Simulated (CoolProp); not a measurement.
The numbers come from the reference Helmholtz-energy equation of state, Thol 2018 in CoolProp.

**Question.** For hydrogen chloride, give the phase and the density (kg/m³), speed of sound (m/s), Joule-Thomson coefficient (K/MPa), expansivity (1/kK) at 90.65 °C and 238 bar; 90.65 °C and 713 bar.

**Answer.** 
- 90.65 °C and 238 bar: supercritical; density 667, speed of sound 455, Joule-Thomson coefficient 1.11, expansivity 7.54
- 90.65 °C and 713 bar: supercritical; density 914, speed of sound 834, Joule-Thomson coefficient -0.135, expansivity 2.24
